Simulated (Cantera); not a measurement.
Input: 1 mol Si, 0.14 mol CO₂, 460 mol N₂, at 1748 K and 0.00133 bar.

Cantera equilibrium calculation (NASA polynomials, part measured and part estimated; ideal gas, pure solids and liquids). Candidate condensed phases: C, Si, SiC, SiO₂, Si₂N₂O, Si₃N₄; 34 gas species. Mutual solubility and eutectic melting of coexisting phases are not modelled. The tables' values for SiN are old estimates; treat these amounts as uncertain. Equilibrium is a limit: real reactors are often held back by kinetics, nucleation or transport.

Base state: N₂ 0.998, Si 0.00109, SiO 0.000565, CO 4.22e-5, Si₂N 3.52e-5, SiN 2.07e-5 (mole fractions); condensed: Si(l) + SiC(s).

Task: What changes in the equilibrium state with this change: CO₂ from 0.14 to 0.4 mol?

Result: 
```csv
species,before,after
N₂,0.998,0.998
SiO,0.000565,0.00126
Si,0.00109,0.000486
CO,4.22e-5,0.000475
Si₂N,3.52e-5,6.98e-6
SiN,2.07e-5,9.20e-6
"Si(l), mol",0.0628,0
"SiC(s), mol",0.117,0.179
```
